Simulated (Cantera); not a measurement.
A closed system holds: 1 mol n-butane, 0.73 mol O2, 23 mol H2, 0.22 mol CO2, held at 2200 K and 0.0810 bar.

Cantera equilibrium calculation (NASA polynomials, part measured and part estimated; ideal gas, pure solids and liquids). Candidate condensed phases: C, C6H6, C7H8, C8H18, H2O; 110 gas species. The numbers say what is thermodynamically allowed, not how fast it happens.

Base state: H2 0.916, CO 0.0629, H 0.0189, C2H2 (acetylene) 0.00235, CH4 1.79e-5 (mole fractions); condensed: C(graphite).

Task: What changes in the equilibrium state with this change: temperature from 2200 K to 1623 K?

Result: 
```
species            before     after
----------------  -------  --------
H2                  0.916     0.936
CO                 0.0629    0.0635
H                  0.0189  0.000235
C2H2 (acetylene)  0.00235   3.26e-5
CH4               1.79e-5  0.000105
C(graphite), mol     2.18      2.31
```

Task: What changes in the equilibrium state with this change: temperature from 2200 K to 2873.15 K?

Result: 
```json
[
 {"species": "H2", "before": "0.916", "after": "0.624"},
 {"species": "H", "before": "0.0189", "after": "0.292"},
 {"species": "CO", "before": "0.0629", "after": "0.0541"},
 {"species": "C2H2 (acetylene)", "before": "0.00235", "after": "0.0264"},
 {"species": "C2", "before": "2.60e-9", "after": "9.28e-5"},
 {"species": "C3", "before": "2.98e-8", "after": "0.000936"},
 {"species": "C5", "before": "<1e-9", "after": "1.15e-5"},
 {"species": "C", "before": "1.89e-8", "after": "0.000177"},
 {"species": "C(graphite), mol", "before": "2.18", "after": "0.155"}
]
```
